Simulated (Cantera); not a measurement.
# Equilibrium for sublimation and decomposition of ceramics: MgO + C + H2

Input: 1 mol MgO, 0.0087 mol C, 2.2 mol H2, at 1 atm.

Method: chemical equilibrium by Gibbs-energy minimisation in Cantera with the NASA 1993 tables (ideal gas, pure condensed phases). Candidate condensed phases: C, C6H6, C7H8, C8H18, H2O, Mg, MgCO3, MgO, Mg(OH)2; 116 gas species. The tables' values for MgH are old estimates; treat these amounts as uncertain. Equilibrium is a limit: real reactors are often held back by kinetics, nucleation or transport.

| T (°C) | x H2 | x Mg | x H2O | x H | x CO | x CH4 | x MgH | x MgOH | n MgO(s) |
|---|---|---|---|---|---|---|---|---|---|
| 1327 | 0.993 | 0.00283 | 3.91e-6 | 5.38e-5 | 0.00286 | 0.00105 | 3.25e-5 | 1.80e-8 | 0.994 |
| 1427 | 0.992 | 0.00382 | 2.44e-5 | 0.000146 | 0.00384 | 8.34e-5 | 4.79e-5 | 1.15e-7 | 0.991 |
| 1527 | 0.992 | 0.00402 | 0.000153 | 0.000354 | 0.00392 | 5.63e-6 | 5.45e-5 | 5.97e-7 | 0.991 |
| 1627 | 0.990 | 0.00457 | 0.000720 | 0.000784 | 0.00392 | 5.44e-7 | 6.67e-5 | 2.59e-6 | 0.990 |
| 1727 | 0.986 | 0.00620 | 0.00239 | 0.00160 | 0.00391 | 8.02e-8 | 9.63e-5 | 9.64e-6 | 0.986 |
| 1827 | 0.977 | 0.00966 | 0.00591 | 0.00306 | 0.00389 | 1.67e-8 | 0.000158 | 3.14e-5 | 0.978 |
| 1927 | 0.962 | 0.0158 | 0.0122 | 0.00549 | 0.00386 | 4.34e-9 | 0.000271 | 9.15e-5 | 0.964 |
x: gas mole fraction; n: condensed amount in mol.

From 1327 °C to 1927 °C the condensed part is MgO(s). The main Mg-bearing gas is Mg throughout. The share of Mg in condensed phases is highest at 1327 °C (99.4 %) and lowest at 1927 °C (96.4 %).
